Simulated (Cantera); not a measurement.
# Ignition delay

Mixture: 4.13 % CH4, 0.124 % C2H6, 1.69 % C3H8, 19.7 % O2, 74.3 % N2, equivalence ratio 0.87, at 6230 Torr, adiabatic and at constant pressure. Ignition delay is the time to a rise of 400 K.

Detailed kinetics in Cantera: GRI-Mech 3.0 (53 species, 325 reactions). GRI-Mech 3.0 was tuned for natural gas; its chemistry of propane as a main component is partial and can be far from experiment.

| T0 (K) | delay (ms) |
|---|---|
| 1300 | 0.418 |
| 1375 | 0.144 |
| 1450 | 0.0565 |
| 1525 | 0.0255 |
| 1600 | 0.0130 |
| 1675 | 0.00743 |
| 1750 | 0.00464 |
| 1825 | 0.00313 |
| 1900 | 0.00224 |
| 1975 | 0.00169 |

| Item | Value |
|---|---|
| apparent activation energy between 1825 and 1975 K | 120 kJ/mol |
